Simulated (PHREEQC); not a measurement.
Consider water at 25 °C with 0.0049 mol/kgw CdSO4 and 0.00052 mol/kgw HCl. Closed to the air; pH follows from the charge balance.

The numbers come from PHREEQC with the ion-association model, phreeqc.dat.

Problem. The ionic strength comes out as 0.0143 mol/kgw. What activity coefficients do HSO4-, Cl-, CdCl+, Cd+2, Cd(SO4)2-2 get?

Solution. HSO4- 0.89, Cl- 0.89, CdCl+ 0.89, Cd+2 0.62, Cd(SO4)2-2 0.62.

No solid was allowed to form. Complexes and solids missing from the database can't appear.
